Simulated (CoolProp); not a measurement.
Vapour pressure (kPa) of octamethyltrisiloxane (MDM): the reference equation beside estimates from Tc = 565.4 K, pc = 1438 kPa, ω = 0.528. Clausius-Clapeyron is anchored at 322 K with a constant enthalpy of vaporisation of 46.12 kJ/mol.

Computed with CoolProp (reference Helmholtz-energy equation of state, Thol 2017).

```csv
T (K),reference,Lee-Kesler,Clausius-Clapeyron,van der Waals,Redlich-Kwong,Soave-Redlich-Kwong,Peng-Robinson
284.5,0.1934,0.2126,?,41.72,3.547,0.2143,0.2474
297,0.4629,0.4941,0.4823,55.41,6.278,0.4977,0.5603
309.5,?,1.058,1.025,72.02,10.49,1.065,1.173
322,2.056,2.109,2.056,91.83,16.67,2.119,2.292
334.5,3.896,3.949,3.914,115.1,25.37,3.961,4.217
347,6.960,6.993,7.113,142.2,37.21,7.005,7.356
359.5,11.80,11.79,12.40,173.2,52.82,11.80,12.24
372,19.13,19.03,20.82,208.5,72.88,19.03,19.55
384.5,29.77,?,33.81,248.3,98.06,?,30.09
397,44.70,44.31,53.25,?,129.1,44.31,?
409.5,?,64.44,81.58,342.2,166.6,64.49,64.84
```

Task: Complete the blanks.

Result: 
- 284.5, Clausius-Clapeyron: 0.2123
- 309.5, reference: 1.014
- 384.5, Lee-Kesler: 29.55
- 384.5, Soave-Redlich-Kwong: 29.53
- 397, van der Waals: 292.8
- 397, Peng-Robinson: 44.82
- 409.5, reference: 65.05

Absolute difference from the reference over all 11 rows, mean and median: Lee-Kesler 2.6 and 0.9 %, Clausius-Clapeyron 8.2 and 5.1 %, van der Waals 4871.0 and 1943.1 %, Redlich-Kwong 620.4 and 434.6 %, Soave-Redlich-Kwong 2.9 and 0.9 %, Peng-Robinson 8.9 and 5.7 %.
